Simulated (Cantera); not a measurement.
Input (Python, Cantera) and output of one run.

```python
import numpy as np
import cantera as ct

gas_names = """
    B BH BH2 BH3 BN B2 H H2 N NH NH2 NH3 N2 N2H2 N2H4
""".split()
cond_names = """
    B(b) B(L) BN(s)
""".split()


# ... load() reads the species with a 1 bar reference pressure and builds the phases ...
atoms = {
    'B2H6': {'B': 2, 'H': 6},
    'H2': {'H': 2},
    'N2': {'N': 2},
}
top_T = {'BN(s)': 3200}  # K; cautious upper limits of use, not melting points


# ... equilibrate(T, P, feed) seeds the gas with the atoms and calls Mixture.equilibrate('TP', solver="vcs", rtol=1e-11, max_steps=5000) ...
results = []
feed = {'B2H6': 1, 'H2': 2.4, 'N2': 0.14}  # mol
P = 13332.2  # Pa
for T in [1525, 1625, 1725, 1825, 1925, 2025, 2125, 2225]:
    mix = equilibrate(T, P, feed)
    results.append((T, P, feed, dict(zip(mix.species_names, mix.species_moles))))
    x = sorted(zip(gas.X, gas.species_names), reverse=True)
    print(f"T = {T:g} K  P = {P:g} Pa  gas = {mix.phase_moles(0):.4g} mol")
    print("   x: " + "  ".join(f"{s} {v:.3e}" for v, s in x if v > 1e-05))
    print("   condensed (mol): " + ("  ".join(f"{mix.phase(i).name} {mix.phase_moles(i):.4g}"
          for i in range(1, mix.n_phases) if mix.phase_moles(i) > 1e-12) or "none"))
```

Result:

```
T = 1525 K  P = 13332.2 Pa  gas = 5.4 mol
   x: H2 9.999e-01  H 6.479e-05  BH2 1.275e-05
   condensed (mol): B(b) 1.72  BN(s) 0.28
T = 1625 K  P = 13332.2 Pa  gas = 5.401 mol
   x: H2 9.998e-01  H 1.932e-04  BH2 3.256e-05
   condensed (mol): B(b) 1.72  BN(s) 0.28
T = 1725 K  P = 13332.2 Pa  gas = 5.401 mol
   x: H2 9.994e-01  H 5.085e-04  BH2 7.440e-05
   condensed (mol): B(b) 1.72  BN(s) 0.2799
T = 1825 K  P = 13332.2 Pa  gas = 5.404 mol
   x: H2 9.986e-01  H 1.205e-03  BH2 1.549e-04  N2 5.031e-05
   condensed (mol): B(b) 1.72  BN(s) 0.2795
T = 1925 K  P = 13332.2 Pa  gas = 5.409 mol
   x: H2 9.968e-01  H 2.614e-03  BH2 2.981e-04  N2 2.758e-04  BH3 1.064e-05
   condensed (mol): B(b) 1.721  BN(s) 0.277
T = 2025 K  P = 13332.2 Pa  gas = 5.421 mol
   x: H2 9.929e-01  H 5.252e-03  N2 1.276e-03  BH2 5.355e-04  BH3 1.381e-05
   condensed (mol): B(b) 1.731  BN(s) 0.2662
T = 2125 K  P = 13332.2 Pa  gas = 5.455 mol
   x: H2 9.841e-01  H 9.866e-03  N2 5.106e-03  BH2 9.040e-04  BH3 1.731e-05
   condensed (mol): B(b) 1.771  BN(s) 0.2243
T = 2225 K  P = 13332.2 Pa  gas = 5.548 mol
   x: H2 9.631e-01  N2 1.802e-02  H 1.741e-02  BH2 1.434e-03  B 2.879e-05  BH3 2.080e-05  BH 1.123e-05
   condensed (mol): B(b) 1.912  BN(s) 0.08001
```

Equilibrium computed with Cantera from the NASA thermochemical tables; the gas is ideal and each condensed phase is pure. The feed counts by its element totals alone. Mutual solubility and eutectic melting of coexisting phases are not modelled. The tables' values for BH2 are old estimates; treat these amounts as uncertain. Gases not in the tables: B2H6 and higher boranes.
